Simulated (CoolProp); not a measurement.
Hexamethyldisiloxane (MM) along the isotherm 620 K: density (kg/m³) from the reference equation and from simpler models built on Tc = 518.7 K, pc = 1931 kPa, ω = 0.418; each cubic takes its own stable root.

Values from CoolProp's reference Helmholtz-energy equation of state, Thol 2016.

```
p (kPa)          phase  reference
-------  -------------  ---------
15.3               gas     0.4826
31.4               gas     0.9921
64.4               gas      2.041
132                gas      4.212
271                gas      8.767
558                gas      18.59
1140               gas      40.45
2350     supercritical      95.74
4830     supercritical      251.2
```

Q: How far does each simpler model (ideal gas, van der Waals, Redlich-Kwong, Soave-Redlich-Kwong, Peng-Robinson) lie from the reference over these 9 states: mean and median of the absolute difference, and the worst?

A: 
- ideal gas: mean 9.3 %, median 2.6 %, worst -39.5 % at 620 K and 4830 kPa
- van der Waals: mean 2.1 %, median 0.1 %, worst +8.4 % at 620 K and 4830 kPa
- Redlich-Kwong: mean 1.9 %, median 0.2 %, worst +9.0 % at 620 K and 4830 kPa
- Soave-Redlich-Kwong: mean 1.5 %, median 0.3 %, worst -8.8 % at 620 K and 4830 kPa
- Peng-Robinson: mean 0.6 %, median 0.2 %, worst -2.8 % at 620 K and 4830 kPa
